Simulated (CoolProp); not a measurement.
Properties of R152A along the isobar 101 kPa.

The numbers come from the reference Helmholtz-energy equation of state, Outcalt 1996 in CoolProp. It is a modified Benedict-Webb-Rubin equation, recast in Helmholtz form.

| T (K) | phase | density (kg/m³) | isothermal compressibility (1/MPa) |
|---|---|---|---|
| 359.6 | gas | 2.256 | 10.01 |
| 365.9 | gas | 2.215 | 10.00 |
| 372.1 | gas | 2.177 | 9.997 |
| 378.4 | gas | 2.140 | 9.992 |
| 384.6 | gas | 2.104 | 9.986 |
| 390.9 | gas | 2.069 | 9.982 |
| 397.2 | gas | 2.035 | 9.977 |
| 403.4 | gas | 2.003 | 9.973 |
| 409.7 | gas | 1.972 | 9.969 |
